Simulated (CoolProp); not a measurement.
Values from CoolProp's reference Helmholtz-energy equation of state, Thol 2014.

Question: Give the vapour pressure (kPa), vapour density (kg/m³), enthalpy of vaporisation (kJ/kg), surface tension (mN/m) of saturated diethyl ether at 403.5 K.

Answer: 
```csv
T (K),p (kPa),vapour density (kg/m³),enthalpy of vaporisation (kJ/kg),surface tension (mN/m)
403.5,1240,36.4,249,4.86
```

Surface tension comes from a separate correlation (Mulero 2014).
